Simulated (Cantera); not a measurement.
Input: 1 mol Al(CH3)3, 1.9 mol O2, 710 mol N2, 2 mol NH3, held at 400 °C and 0.100 bar.

These are equilibrium values from Cantera (NASA tables, ideal gas, pure condensed phases), not measurements of a reactor. Candidate condensed phases: Al, AlN, Al2O3, C, C6H6, C7H8, C8H18, H2O; 148 gas species. The feed counts by its element totals alone. Equilibrium is a limit: real reactors are often held back by kinetics, nucleation or transport.

Base state: N2 0.988, H2 0.00936, CO2 0.000810, H2O 0.000793, CO 0.000783, CH4 0.000133 (mole fractions); condensed: Al2O3(s) + C(graphite).

Q: What changes in the equilibrium state with this change: temperature from 400 °C to 1375 °C?

A: 
| species | before | after |
|---|---|---|
| N2 | 0.988 | 0.985 |
| H2 | 0.00936 | 0.0104 |
| CO | 0.000783 | 0.00416 |
| CH4 | 0.000133 | <1e-9 |
| H | <1e-9 | 2.87e-5 |
| CO2 | 0.000810 | 2.87e-8 |
| H2O | 0.000793 | 2.30e-7 |
| Al2O3(s), mol | 0.500 | 0.267 |
| C(graphite), mol | 1.76 | 0 |
| AlN(s), mol | 0 | 0.465 |
Mutual solubility and eutectic melting of coexisting phases are not modelled.
